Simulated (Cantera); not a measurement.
A closed system holds: 1 mol MgO, a varied amount of H2, held at 5.50 mbar.

Method: chemical equilibrium by Gibbs-energy minimisation in Cantera with the NASA 1993 tables (ideal gas, pure condensed phases). Candidate condensed phases: H2O, Mg, MgO, Mg(OH)2; 15 gas species. Equilibrium is a limit: real reactors are often held back by kinetics, nucleation or transport.

### Question
What condenses at these points (T in °C, n(H2) in mol): (2225, 0.53); (2225, 0.27); (2175, 0.19); (1925, 0.097); (2175, 2.9)?

### Answer
| T (°C) | n(H2) in mol | condensed phases | Mg condensed (%) |
|---|---|---|---|
| 2225 | 0.53 | MgO | 53.9 |
| 2225 | 0.27 | MgO | 76.5 |
| 2175 | 0.19 | MgO | 87.8 |
| 1925 | 0.097 | MgO | 98.2 |
| 2175 | 2.9 | gas only | 0.0 |
